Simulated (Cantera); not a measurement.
**Gas-phase reforming**

An isothermal, constant-pressure homogeneous reactor starts with CH₄ : CO₂ : H₂ = 1 : 1 : 0.46 (molar parts), at 1550 K and 0.470 bar.

Cantera simulation using GRI-Mech 3.0 (53 species, 325 reactions); the numbers are that mechanism's predictions, not measurements.

```json
[
 {"t (s)": "2.00e-5", "x CH₄": "0.406", "x CO₂": "0.407", "x H₂": "0.187", "x H₂O": "2.19e-7", "x C₂H₆": "6.19e-9"},
 {"t (s)": "4.33e-5", "x CH₄": "0.406", "x CO₂": "0.406", "x H₂": "0.187", "x H₂O": "8.49e-7", "x C₂H₆": "6.28e-8"},
 {"t (s)": "9.38e-5", "x CH₄": "0.406", "x CO₂": "0.406", "x H₂": "0.187", "x H₂O": "3.56e-6", "x C₂H₆": "6.14e-7"},
 {"t (s)": "0.000203", "x CH₄": "0.406", "x CO₂": "0.406", "x H₂": "0.187", "x H₂O": "1.53e-5", "x C₂H₆": "5.47e-6"},
 {"t (s)": "0.000440", "x CH₄": "0.406", "x CO₂": "0.406", "x H₂": "0.187", "x H₂O": "6.15e-5", "x C₂H₆": "3.64e-5"},
 {"t (s)": "0.000953", "x CH₄": "0.406", "x CO₂": "0.406", "x H₂": "0.187", "x H₂O": "0.000208", "x C₂H₆": "0.000140"},
 {"t (s)": "0.00206", "x CH₄": "0.405", "x CO₂": "0.406", "x H₂": "0.187", "x H₂O": "0.000619", "x C₂H₆": "0.000324"},
 {"t (s)": "0.00447", "x CH₄": "0.402", "x CO₂": "0.404", "x H₂": "0.188", "x H₂O": "0.00170", "x C₂H₆": "0.000497"},
 {"t (s)": "0.00969", "x CH₄": "0.395", "x CO₂": "0.400", "x H₂": "0.191", "x H₂O": "0.00424", "x C₂H₆": "0.000535"},
 {"t (s)": "0.0210", "x CH₄": "0.381", "x CO₂": "0.391", "x H₂": "0.198", "x H₂O": "0.00984", "x C₂H₆": "0.000500"},
 {"t (s)": "0.0454", "x CH₄": "0.352", "x CO₂": "0.370", "x H₂": "0.213", "x H₂O": "0.0220", "x C₂H₆": "0.000429"},
 {"t (s)": "0.0984", "x CH₄": "0.301", "x CO₂": "0.329", "x H₂": "0.235", "x H₂O": "0.0478", "x C₂H₆": "0.000324"},
 {"t (s)": "0.213", "x CH₄": "0.225", "x CO₂": "0.255", "x H₂": "0.257", "x H₂O": "0.0978", "x C₂H₆": "0.000202"},
 {"t (s)": "0.462", "x CH₄": "0.135", "x CO₂": "0.154", "x H₂": "0.269", "x H₂O": "0.169", "x C₂H₆": "9.39e-5"},
 {"t (s)": "1.00", "x CH₄": "0.0663", "x CO₂": "0.0792", "x H₂": "0.292", "x H₂O": "0.210", "x C₂H₆": "2.98e-5"}
]
```
x: mole fraction; the columns are a selection and need not sum to one.

Equilibrium at this temperature and pressure: CH₄ 0.000222, CO₂ 5.25e-5, H₂ 0.551, H₂O 0.000180, C₂H₆ 3.66e-10 (gas phase only).
